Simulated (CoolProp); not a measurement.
Properties of n-perfluorohexane at several states (Tc = 448.0 K, pc = 17.42 bar, ω = 0.497).

Model: reference Helmholtz-energy equation of state, Gao 2022, in CoolProp.

```csv
T (K),p (bar),phase,cp (kJ/(kg K)),Joule-Thomson coefficient (K/MPa),fugacity coefficient
220.5,62.2,liquid,0.9239,-0.3905,5.737e-5
368.6,1.71,gas,0.9327,15.59,0.9323
271.9,0.576,liquid,1.006,-0.3215,0.1395
373,18.9,liquid,1.162,-0.01705,0.1820
404.1,10.5,liquid,1.255,0.4935,0.5621
407,27.3,liquid,1.220,0.2728,0.2582
```
